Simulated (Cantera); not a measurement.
Input (Python, Cantera) and output of one run.

```python
import numpy as np
import cantera as ct

gas_names = [...]  # 118 gases of nasa_gas.yaml made of C, Cl, F, H
cond_names = """
    C(gr) C6H6(L) C7H8(L) C8H18(L),n-octa
""".split()


# ... load() reads the species with a 1 bar reference pressure and builds the phases ...
atoms = {
    'CH3F': {'C': 1, 'H': 3, 'F': 1},
    'HCl': {'H': 1, 'CL': 1},
    'H2': {'H': 2},
    'F2': {'F': 2},
}
top_T = {'C(gr)': 4500}  # K; cautious upper limits of use, not melting points


# ... equilibrate(T, P, feed) seeds the gas with the atoms and calls Mixture.equilibrate('TP', solver="vcs", rtol=1e-11, max_steps=5000) ...
results = []
feed = {'CH3F': 1, 'HCl': 0.1, 'H2': 0.52, 'F2': 0.1}  # mol
T = 3425  # K
P = 1333.22  # Pa
mix = equilibrate(T, P, feed)
results.append((T, P, feed, dict(zip(mix.species_names, mix.species_moles))))
print(gas.report(threshold=1e-06))
for i in range(1, mix.n_phases):
    print(f"{mix.phase(i).name:16s} {mix.phase_moles(i):12.5e} mol")
```

Output:

```
       temperature   3425 K
          pressure   1333.2 Pa
           density   0.00040289 kg/m^3
  mean mol. weight   8.6057 kg/kmol
   phase of matter   gas

                          1 kg             1 kmol
                     ---------------   ---------------
          enthalpy        2.9168e+07        2.5101e+08  J
   internal energy        2.5859e+07        2.2253e+08  J
           entropy             28444        2.4478e+05  J/K
    Gibbs function       -6.8253e+07       -5.8736e+08  J
 heat capacity c_p            3041.6             26175  J/K
 heat capacity c_v            2075.4             17861  J/K

                      mass frac. Y      mole frac. X     chem. pot. / RT
                     ---------------   ---------------   ---------------
                 C          0.058293          0.041766           -5.1722
               CCL        1.4138e-05        2.5635e-06            -33.13
                CF          0.018163         0.0050405           -32.539
               CF2        9.5591e-05         1.645e-05           -59.906
                CH        0.00025503        0.00016858           -19.936
               CH2        4.9027e-06        3.0078e-06           -34.699
                C2          0.038188          0.013681           -10.344
               C2H         0.0097528         0.0033531           -25.108
              C2HF        2.7329e-05        5.3417e-06           -52.475
    C2H2,acetylene         0.0011634        0.00038452           -39.871
   C2H2,vinylidene        8.5916e-06        2.8396e-06           -39.871
                C3           0.16588          0.039616           -15.517
                C4        0.00069848        0.00012511           -20.689
              C4H2        1.7408e-05        2.9925e-06           -50.216
                C5         0.0015964        0.00022876           -25.861
                CL          0.079364          0.019266           -27.958
                 F           0.14018          0.063495           -27.367
                 H          0.072273           0.61702           -14.763
               HCL         0.0040938        0.00096631           -42.721
                HF           0.40511           0.17425            -42.13
                H2         0.0048257          0.020599           -29.527
     [  +97 minor]        5.4251e-06        8.1007e-07

C(gr)             0.00000e+00 mol
```

Method: chemical equilibrium by Gibbs-energy minimisation in Cantera with the NASA 1993 tables (ideal gas, pure condensed phases).
